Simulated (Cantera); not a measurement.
Feed: 1 mol Si2H6, 4.1 mol N2O, 2.8 mol N2, held at 327 °C and 17.0 Pa.

Cantera equilibrium calculation (NASA polynomials, part measured and part estimated; ideal gas, pure solids and liquids). Candidate condensed phases: H2O, Si, SiO2, Si2N2O, Si3N4; 35 gas species. The feed counts by its element totals alone. Rates play no part.

Base state: N2 0.697, H2 0.293, H2O 0.0101 (mole fractions); condensed: SiO2(α-quartz).

### Question
What changes in the equilibrium state with this change: N2O from 4.1 to 0.23 mol?

### Answer
```csv
species,before,after
H2,0.293,0.628
N2,0.697,0.372
H2O,0.0101,<1e-9
"SiO2(α-quartz), mol",2.00,0
"Si2N2O(s), mol",0,0.230
"Si3N4(s), mol",0,0.513
```
